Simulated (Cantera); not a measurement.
Charge: 1 mol SiH2Cl2, 0.0034 mol Cl2, 82 mol N2, equilibrated at 1725 K and 135 Torr.

Equilibrium computed with Cantera from the NASA thermochemical tables; the gas is ideal and each condensed phase is pure. Candidate condensed phases: NH4Cl, Si, Si3N4; 28 gas species. The tables' values for SiCl3 are old estimates; treat these amounts as uncertain. Equilibrium is a limit: real reactors are often held back by kinetics, nucleation or transport.

Base state: N2 0.976, HCl 0.0124, H2 0.00575, SiCl2 0.00533, SiCl3 0.000263, Cl 5.54e-5, H 3.32e-5, SiCl4 2.43e-5 (mole fractions); condensed: Si3N4(s).

What changes in the equilibrium state with this change: SiH2Cl2 replaced by SiCl4?


```json
[
 {"species": "N2", "before": "0.976", "after": "0.985"},
 {"species": "SiCl4", "before": "2.43e-5", "after": "0.00953"},
 {"species": "Cl", "before": "5.54e-5", "after": "0.00314"},
 {"species": "HCl", "before": "0.0124", "after": "0"},
 {"species": "H2", "before": "0.00575", "after": "0"},
 {"species": "H", "before": "3.32e-5", "after": "0"},
 {"species": "Si3N4(s), mol", "before": "0.177", "after": "0"}
]
```
